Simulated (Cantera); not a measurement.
A Cantera script and its output.

```python
import numpy as np
import cantera as ct

gas = ct.Solution("gri30.yaml")
gas.TPX = 450, 150000, {'CH4': 1, 'C2H6': 0.039, 'C3H8': 1.4, 'O2': 20.3, 'N2': 76.3, 'H2': 0.11}
inlet = ct.Reservoir(gas, clone=True)
gas.equilibrate("HP")  # start burning
reactor = ct.IdealGasConstPressureReactor(gas, energy="on", clone=False)
exhaust = ct.Reservoir(gas, clone=True)
tau = [0.3, 0.087, 0.025, 0.0072, 0.0021, 0.0006, 0.00017, 4.9e-05, 1.4e-05, 4.1e-06][0]
for a, b in ((inlet, reactor), (reactor, exhaust)):
    ct.MassFlowController(a, b, mdot=lambda t: reactor.mass / tau)
net = ct.ReactorNet([reactor])
show = ['CH4', 'C2H6', 'C3H8', 'OH', 'C2H']

rows = []
print(f"{'tau/s':>10s}{'T/K':>9s}" + "".join(f"{s:>11s}" for s in show))
for tau in [0.3, 0.087, 0.025, 0.0072, 0.0021, 0.0006, 0.00017, 4.9e-05, 1.4e-05, 4.1e-06]:
    net.initial_time = 0.0
    net.advance(30 * tau)
    before = gas.X
    net.advance(40 * tau)
    drift = np.max(np.abs(gas.X - before) / (gas.X + 1e-9))
    rows.append([gas.T, *gas[show].X, drift])
    print(f"{tau:10.3e}{gas.T:9.1f}" + "".join(f"{x:11.3e}" for x in gas[show].X))
```

Output:

```
     tau/s      T/K        CH4       C2H6       C3H8         OH        C2H
 3.000e-01   1528.8  2.427e-06  2.318e-08  8.732e-07  2.790e-04  7.033e-11
 8.700e-02   1526.0  5.287e-06  5.284e-08  2.002e-06  4.053e-04  1.496e-10
 2.500e-02   1520.1  1.175e-05  1.199e-07  4.491e-06  5.829e-04  2.948e-10
 7.200e-03   1506.8  2.706e-05  2.757e-07  1.002e-05  8.081e-04  5.264e-10
 2.100e-03   1476.2  6.916e-05  6.999e-07  2.389e-05  1.017e-03  8.207e-10
 6.000e-04    450.0  1.009e-02  3.933e-04  1.412e-02  5.610e-30  1.883e-51
 1.700e-04    450.0  1.009e-02  3.933e-04  1.412e-02  1.481e-32  9.212e-56
 4.900e-05    450.0  1.009e-02  3.933e-04  1.412e-02  9.904e-33  4.030e-60
 1.400e-05    450.0  1.009e-02  3.933e-04  1.412e-02  6.706e-33  1.594e-61
 4.100e-06    450.0  1.009e-02  3.933e-04  1.412e-02  4.081e-33  6.881e-63
```

Model: GRI-Mech 3.0 (53 species, 325 reactions), integrated in Cantera. GRI-Mech 3.0 was tuned for natural gas; its chemistry of propane as a main component is partial and can be far from experiment.
